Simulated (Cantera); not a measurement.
An isothermal, constant-pressure homogeneous reactor starts with 13.0 % H2, 7.25 % O2, 79.7 % N2, equivalence ratio 0.90, at 1325 K and 0.420 bar.

Model: the H2/O2 subset of GRI-Mech 3.0, which has no nitrogen chemistry, integrated in Cantera. The temperature is held fixed by assumption; the heat of reaction is taken as removed at once.

One state of this run: x H2 = 3.31e-7; x O2 = 0.00775; x O = 3.77e-8; x H2O2 = 5.27e-10; x H2O = 0.140; x H = 1.46e-9; x OH = 9.00e-6. x: mole fraction; the columns are a selection and need not sum to one.

Problem. Which value of t (s) does it belong to?
A) 0.000492
B) 4.00
C) 0.661
D) 0.0180

Solution. B, 4.00
